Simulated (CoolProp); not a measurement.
Vapour pressure (MPa) of dodecamethylcyclohexasiloxane (D6): the reference equation beside estimates from Tc = 645.8 K, pc = 0.9614 MPa, ω = 0.736. Clausius-Clapeyron is anchored at 433.7 K with a constant enthalpy of vaporisation of 54.27 kJ/mol.

Model: reference Helmholtz-energy equation of state, Colonna 2008, in CoolProp. It is a short technical equation, of lower accuracy than the large ones.

| T (K) | reference | Lee-Kesler | Clausius-Clapeyron | van der Waals | Redlich-Kwong | Peng-Robinson |
|---|---|---|---|---|---|---|
| 411.9 | 0.004198 | 0.004190 | 0.004318 | 0.1178 | 0.03640 | 0.004543 |
| 419.2 | 0.005605 | 0.005591 | 0.005690 | 0.1297 | 0.04300 | 0.006019 |
| 426.5 | 0.007385 | 0.007366 | 0.007427 | 0.1423 | 0.05045 | 0.007879 |
| 433.7 | 0.009576 | 0.009555 | 0.009576 | 0.1555 | 0.05869 | 0.01016 |
| 441 | 0.01232 | 0.01230 | 0.01228 | 0.1697 | 0.06801 | 0.01301 |
| 448.2 | 0.01562 | 0.01562 | 0.01558 | 0.1845 | 0.07821 | 0.01643 |
| 455.5 | 0.01967 | 0.01969 | 0.01968 | 0.2004 | 0.08964 | 0.02063 |
| 462.7 | 0.02447 | 0.02452 | 0.02459 | 0.2169 | 0.1020 | 0.02559 |
| 470 | 0.03025 | 0.03036 | 0.03062 | 0.2344 | 0.1158 | 0.03157 |
| 477.2 | 0.03699 | 0.03717 | 0.03775 | 0.2527 | 0.1307 | 0.03853 |
| 484.5 | 0.04499 | 0.04528 | 0.04639 | 0.2721 | 0.1471 | 0.04680 |
| 491.8 | 0.05431 | 0.05473 | 0.05666 | 0.2924 | 0.1648 | 0.05644 |

Absolute difference from the reference over all 12 rows, mean and median: Lee-Kesler 0.3 and 0.2 %, Clausius-Clapeyron 1.4 and 0.9 %, van der Waals 1211.3 and 1000.0 %, Redlich-Kwong 418.5 and 378.2 %, Peng-Robinson 5.4 and 5.0 %.
